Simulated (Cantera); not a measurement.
# Thermodynamics of abatement and gas-phase synthesis, feed NH₃ + H₂O

Feed: 1 mol NH₃, a varied amount of H₂O, equilibrated at 2573.15 K and 32000 Pa.

These are equilibrium values from Cantera (NASA tables, ideal gas, pure condensed phases), not measurements of a reactor. Candidate condensed phases: H₂O; 24 gas species. The numbers say what is thermodynamically allowed, not how fast it happens.

From 0.5 mol H₂O to 5.9 mol H₂O nothing is condensed.

```csv
n(H₂O) (mol),log p H₂O,log p H₂,log p N₂,log p H,log p OH,log p O₂,log p O
0.5,-1.21,-0.74,-1.20,-1.84,-2.95,-5.09,-4.23
1.3,-0.92,-0.86,-1.33,-1.90,-2.60,-4.27,-3.82
2,-0.82,-0.94,-1.41,-1.94,-2.46,-3.90,-3.64
2.8,-0.75,-1.02,-1.49,-1.97,-2.35,-3.62,-3.50
3.6,-0.71,-1.08,-1.56,-2.01,-2.28,-3.41,-3.39
4.4,-0.69,-1.14,-1.62,-2.03,-2.23,-3.25,-3.31
5.1,-0.67,-1.18,-1.66,-2.05,-2.19,-3.14,-3.26
5.9,-0.65,-1.21,-1.71,-2.07,-2.16,-3.03,-3.20
```
log p: log10 of the partial pressure in bar; nothing condenses.
